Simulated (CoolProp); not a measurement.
Values from CoolProp's reference Helmholtz-energy equation of state, Tillner-Roth 1997.

Problem. Give the vapour pressure (kPa), vapour density (kg/m³), liquid cp (kJ/(kg K)), liquid viscosity (µPa s) of saturated CH2F2 (R32) at -33.75 °C.

Solution. 
| T (°C) | p (kPa) | vapour density (kg/m³) | liquid cp (kJ/(kg K)) | liquid viscosity (µPa s) |
|---|---|---|---|---|
| -33.75 | 234 | 6.57 | 1.62 | 234 |

Viscosity comes from a separate model (Bell 2016), an estimate that may be off by 10 % or more.
